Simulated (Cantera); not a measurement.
Charge: 1 mol Cu₂O, 2.5 mol C, 6 mol N₂, equilibrated at 2173 K and 2.90 mbar.

Method: chemical equilibrium by Gibbs-energy minimisation in Cantera with the NASA 1993 tables (ideal gas, pure condensed phases). Candidate condensed phases: C, Cu, CuO, Cu₂O; 27 gas species. Rates play no part.

Base state: N₂ 0.667, Cu 0.222, CO 0.111, CN 6.83e-5, Cu₂ 5.37e-5 (mole fractions); condensed: C(graphite).

**Question.** What changes in the equilibrium state with this change: pressure from 2.90 mbar to 0.210 bar?

**Answer.** 
| species | before | after |
|---|---|---|
| N₂ | 0.667 | 0.780 |
| CO | 0.111 | 0.130 |
| Cu | 0.222 | 0.0897 |
| Cu₂ | 5.37e-5 | 0.000634 |
| CN | 6.83e-5 | 8.68e-6 |
| C(graphite), mol | 1.50 | 1.50 |
| Cu(l), mol | 0 | 1.30 |

**Question.** What changes in the equilibrium state with this change: pressure from 2.90 mbar to 0.240 bar?

**Answer.** 
```
species            before     after
----------------  -------  --------
N₂                  0.667     0.789
CO                  0.111     0.132
Cu                  0.222    0.0785
Cu₂               5.37e-5  0.000554
CN                6.83e-5   8.17e-6
C(graphite), mol     1.50      1.50
Cu(l), mol              0      1.40
```
